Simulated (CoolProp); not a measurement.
Vapour-liquid equilibrium of benzene (1) + dimethyl carbonate (2) at 232.35 °C; x and y are mole fractions of (1).

Model: multi-fluid Helmholtz-energy mixture model, Thol 2012 and Zhou 2011; pair parameters Bell 2016, in CoolProp.

```json
[
 {"x": "0.05", "bubble pressure (MPa)": "(withheld)", "y at the bubble point": "0.056", "dew pressure at overall composition x (MPa)": "2.323", "liquid density (mol/L)": "7.965"},
 {"x": "0.125", "bubble pressure (MPa)": "2.359", "y at the bubble point": "0.137", "dew pressure at overall composition x (MPa)": "2.354", "liquid density (mol/L)": "7.913"},
 {"x": "0.2", "bubble pressure (MPa)": "2.387", "y at the bubble point": "0.215", "dew pressure at overall composition x (MPa)": "2.382", "liquid density (mol/L)": "7.866"},
 {"x": "0.275", "bubble pressure (MPa)": "(withheld)", "y at the bubble point": "0.289", "dew pressure at overall composition x (MPa)": "2.405", "liquid density (mol/L)": "7.823"},
 {"x": "0.35", "bubble pressure (MPa)": "2.426", "y at the bubble point": "0.362", "dew pressure at overall composition x (MPa)": "2.423", "liquid density (mol/L)": "(withheld)"},
 {"x": "0.425", "bubble pressure (MPa)": "2.438", "y at the bubble point": "(withheld)", "dew pressure at overall composition x (MPa)": "2.436", "liquid density (mol/L)": "7.751"},
 {"x": "0.5", "bubble pressure (MPa)": "2.444", "y at the bubble point": "0.503", "dew pressure at overall composition x (MPa)": "2.444", "liquid density (mol/L)": "7.723"},
 {"x": "0.575", "bubble pressure (MPa)": "2.445", "y at the bubble point": "0.574", "dew pressure at overall composition x (MPa)": "2.445", "liquid density (mol/L)": "7.701"},
 {"x": "0.65", "bubble pressure (MPa)": "2.441", "y at the bubble point": "0.644", "dew pressure at overall composition x (MPa)": "2.440", "liquid density (mol/L)": "7.684"},
 {"x": "0.725", "bubble pressure (MPa)": "2.431", "y at the bubble point": "0.716", "dew pressure at overall composition x (MPa)": "2.429", "liquid density (mol/L)": "7.672"},
 {"x": "0.8", "bubble pressure (MPa)": "2.415", "y at the bubble point": "(withheld)", "dew pressure at overall composition x (MPa)": "2.412", "liquid density (mol/L)": "7.666"},
 {"x": "0.875", "bubble pressure (MPa)": "2.393", "y at the bubble point": "0.865", "dew pressure at overall composition x (MPa)": "2.390", "liquid density (mol/L)": "7.665"},
 {"x": "0.95", "bubble pressure (MPa)": "2.365", "y at the bubble point": "0.945", "dew pressure at overall composition x (MPa)": "(withheld)", "liquid density (mol/L)": "7.669"}
]
```

What belongs in the gaps?


- 0.05, bubble pressure (MPa): 2.325
- 0.275, bubble pressure (MPa): 2.409
- 0.35, liquid density (mol/L): 7.785
- 0.425, y at the bubble point: 0.433
- 0.8, y at the bubble point: 0.789
- 0.95, dew pressure at overall composition x (MPa): 2.363

y crosses x between x = 0.5 and 0.575: the model has an azeotrope there.

The pair parameters rest on a limited set of measurements; away from them the model extrapolates.
